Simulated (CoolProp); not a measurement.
Model: reference Helmholtz-energy equation of state, Lemmon 2006, in CoolProp. It is a short technical equation, of lower accuracy than the large ones.

Q: For hydrogen sulfide, give the phase and the cv (kJ/(kg K)), expansivity (1/kK), fugacity coefficient at 167.15 °C and 6.06 MPa.

A: 
- 167.15 °C and 6.06 MPa: gas; cv 0.883, expansivity 3.75, fugacity coefficient 0.873
